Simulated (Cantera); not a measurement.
Feed: 1 mol CaO, 0.86 mol O2, 0.2 mol H2O, at 1600 °C and 0.100 bar.

Equilibrium computed with Cantera from the NASA thermochemical tables; the gas is ideal and each condensed phase is pure. Candidate condensed phases: Ca, CaO, Ca(OH)2, H2O; 14 gas species. Equilibrium is a limit: real reactors are often held back by kinetics, nucleation or transport.

Base state: O2 0.809, H2O 0.187, OH 0.00359, O 0.000672, H2 6.79e-5, H 1.68e-5 (mole fractions); condensed: CaO(s).

### Question
What changes in the equilibrium state with this change: temperature from 1600 °C to 400 °C?

### Answer
```
species        before  after
-----------  --------  -----
O2              0.809  0.811
H2O             0.187  0.189
OH            0.00359  <1e-9
O            0.000672  <1e-9
H2            6.79e-5  <1e-9
H             1.68e-5  <1e-9
CaO(s), mol     1.000   1.00
```

### Question
What changes in the equilibrium state with this change: temperature from 1600 °C to 452 °C?

### Answer
```
species        before  after
-----------  --------  -----
O2              0.809  0.811
H2O             0.187  0.189
OH            0.00359  <1e-9
O            0.000672  <1e-9
H2            6.79e-5  <1e-9
H             1.68e-5  <1e-9
CaO(s), mol     1.000   1.00
```
